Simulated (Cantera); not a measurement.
An adiabatic, constant-volume homogeneous reactor starts with CH₄ : H₂ : O₂ : N₂ = 1 : 0.19 : 4.11 : 15.4 (molar parts), equivalence ratio 0.51, at 1675 K and 9.87 atm. Integrator tolerance rtol = 1e-08.

Computed with Cantera and GRI-Mech 3.0 (53 species, 325 reactions).

Q: What does this change do: initial temperature 1675 to 1373 K?

A: 
| quantity | before | after |
|---|---|---|
| time of steepest temperature rise | 20.5 µs | 0.175 ms |
| temperature at 0.400 s | 2784 K | 2596 K |
| equilibrium temperature | 2784 K | 2596 K |
| x(CH₄) at 0.400 s | <1e-12 (gas-phase equilibrium <1e-12) | <1e-12 (gas-phase equilibrium <1e-12) |
| x(H₂) at 0.400 s | 0.00168 (gas-phase equilibrium 0.00168) | 0.000737 (gas-phase equilibrium 0.000737) |
| x(O₂) at 0.400 s | 0.0845 (gas-phase equilibrium 0.0845) | 0.0877 (gas-phase equilibrium 0.0877) |
| x(CO) at 0.400 s | 0.00515 (gas-phase equilibrium 0.00515) | 0.00217 (gas-phase equilibrium 0.00217) |
| x(C₂H) at 0.400 s | <1e-12 (gas-phase equilibrium <1e-12) | <1e-12 (gas-phase equilibrium <1e-12) |
| x(C₂H₄) at 0.400 s | <1e-12 (gas-phase equilibrium <1e-12) | <1e-12 (gas-phase equilibrium <1e-12) |

Q: What does this change do: O2 4.11 to 2 parts?

A: 
| quantity | before | after |
|---|---|---|
| time of steepest temperature rise | 20.5 µs | 43.9 µs |
| temperature at 0.400 s | 2784 K | 2828 K |
| equilibrium temperature | 2784 K | 2828 K |
| x(CH₄) at 0.400 s | <1e-12 (gas-phase equilibrium <1e-12) | <1e-12 (gas-phase equilibrium <1e-12) |
| x(H₂) at 0.400 s | 0.00168 (gas-phase equilibrium 0.00168) | 0.00884 (gas-phase equilibrium 0.00884) |
| x(O₂) at 0.400 s | 0.0845 (gas-phase equilibrium 0.0845) | 0.00472 (gas-phase equilibrium 0.00472) |
| x(CO) at 0.400 s | 0.00515 (gas-phase equilibrium 0.00515) | 0.0200 (gas-phase equilibrium 0.0200) |
| x(C₂H) at 0.400 s | <1e-12 (gas-phase equilibrium <1e-12) | <1e-12 (gas-phase equilibrium <1e-12) |
| x(C₂H₄) at 0.400 s | <1e-12 (gas-phase equilibrium <1e-12) | <1e-12 (gas-phase equilibrium <1e-12) |
